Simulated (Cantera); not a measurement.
# Ignition delay

Mixture: 4.91 % CH4, 20.0 % O2, 75.1 % N2, equivalence ratio 0.49, at 2400000 Pa, adiabatic and at constant volume. Ignition delay is the time to a rise of 400 K.

Model: GRI-Mech 3.0 (53 species, 325 reactions), integrated in Cantera. The pressure lies above the range GRI-Mech 3.0 was tuned for (to about 10 atm).

```csv
T0 (K),delay (ms)
1048,12.7
1123,3.94
1198,1.44
1273,0.591
1348,0.266
1423,0.128
1498,0.0654
1573,0.0351
```

```yaml
apparent activation energy between 1423 and 1573 K: 160 kJ/mol
```
